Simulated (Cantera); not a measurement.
# Al + CO + N2 + H2O (metals in furnace atmospheres)

Feed: 1 mol Al, 0.29 mol CO, 5.3 mol N2, 0.029 mol H2O, at 1148.15 K and 0.0133 bar.

Equilibrium computed with Cantera from the NASA thermochemical tables; the gas is ideal and each condensed phase is pure. Candidate condensed phases: Al, AlN, Al2O3, C, C6H6, C7H8, C8H18, H2O; 148 gas species. Mutual solubility and eutectic melting of coexisting phases are not modelled. The numbers say what is thermodynamically allowed, not how fast it happens.

The x(N2) is 0.993. The x(H2) is 0.00587, the x(CO) is 0.000892 and the x(HCN) is 3.12e-6. The n(AlN(s)) is 0.790 mol. The n(Al2O3(s)) is 0.105 mol and the n(C(graphite)) is 0.286 mol. The gas amount comes out as 4.938 mol and the log10 activity of Al(l) (absent) is -7.90.
